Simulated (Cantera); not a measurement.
Feed: 1 mol TEOS, a varied amount of N₂O, held at 1750 K and 74.0 Pa.

These are equilibrium values from Cantera (NASA tables, ideal gas, pure condensed phases), not measurements of a reactor. Candidate condensed phases: C, C₆H₆, C₇H₈, C₈H₁₈, H₂O, Si, SiC, SiO₂, Si₂N₂O, Si₃N₄; 151 gas species. The feed counts by its element totals alone. The tables hold silica as quartz up to 1696 K and as liquid above; real silica turns to tridymite and cristobalite and melts near 1996 K. The numbers say what is thermodynamically allowed, not how fast it happens.

Problem. Which condensed phases are stable at each of these points (n(N₂O) (mol)): 2.6, 5.8, 9, 12, 15, 19, 22, 25?

Solution. 
```json
[
 {"n(N₂O) (mol)": "2.6", "condensed phases": "C(graphite) + SiC(s)", "Si condensed (%)": "96.8"},
 {"n(N₂O) (mol)": "5.8", "condensed phases": "SiO₂(condensed)", "Si condensed (%)": "33.2"},
 {"n(N₂O) (mol)": "9", "condensed phases": "SiO₂(condensed)", "Si condensed (%)": "90.9"},
 {"n(N₂O) (mol)": "12", "condensed phases": "SiO₂(condensed)", "Si condensed (%)": "96.1"},
 {"n(N₂O) (mol)": "15", "condensed phases": "SiO₂(condensed)", "Si condensed (%)": "98.0"},
 {"n(N₂O) (mol)": "19", "condensed phases": "SiO₂(condensed)", "Si condensed (%)": "99.2"},
 {"n(N₂O) (mol)": "22", "condensed phases": "SiO₂(condensed)", "Si condensed (%)": "99.7"},
 {"n(N₂O) (mol)": "25", "condensed phases": "SiO₂(condensed)", "Si condensed (%)": "99.9"}
]
```

At 2.6 mol N₂O the condensed part is C(graphite) + SiC(s). From 5.8 mol N₂O to 25 mol N₂O the condensed part is SiO₂(condensed).
